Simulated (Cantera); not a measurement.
Mixture: 7.13 % CH3OH, 19.5 % O2, 73.4 % N2, at 10.9 atm, adiabatic and at constant pressure. Ignition delay is the time to a rise of 400 K.

Model: GRI-Mech 3.0 (53 species, 325 reactions), integrated in Cantera. GRI-Mech 3.0 was tuned for natural gas; its chemistry of methanol as a main component is partial and can be far from experiment.

### Question
Predict: delay at 1048 K; delay at 1123 K; delay at 1198 K; delay at 1273 K; delay at 1348 K; delay at 1423 K; delay at 1498 K; apparent activation energy between 1348 and 1498 K.

### Answer
```json
{
  "delay at 1048 K": "30.1 ms",
  "delay at 1123 K": "6.37 ms",
  "delay at 1198 K": "1.65 ms",
  "delay at 1273 K": "0.508 ms",
  "delay at 1348 K": "0.184 ms",
  "delay at 1423 K": "76.5 µs",
  "delay at 1498 K": "36.1 µs",
  "apparent activation energy between 1348 and 1498 K": "180 kJ/mol"
}
```
